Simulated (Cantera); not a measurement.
A closed system holds: 1 mol PbO, 1.1 mol H2, held at 7.50 Torr.

Method: chemical equilibrium by Gibbs-energy minimisation in Cantera with the NASA 1993 tables (ideal gas, pure condensed phases). Candidate condensed phases: H2O, Pb, PbO, PbO2, Pb3O4; 12 gas species. The numbers say what is thermodynamically allowed, not how fast it happens. All values below are at 677 °C.

Base state: H2O 0.909, H2 0.0909, Pb 0.000503 (mole fractions); condensed: Pb(l).

### Question
What changes in the equilibrium state with this change: pressure from 7.50 Torr to 1.00 Torr?

### Answer
```
species       before    after
----------  --------  -------
H2O            0.909    0.906
H2            0.0909   0.0906
Pb          0.000503  0.00377
Pb(l), mol     0.999    0.996
```
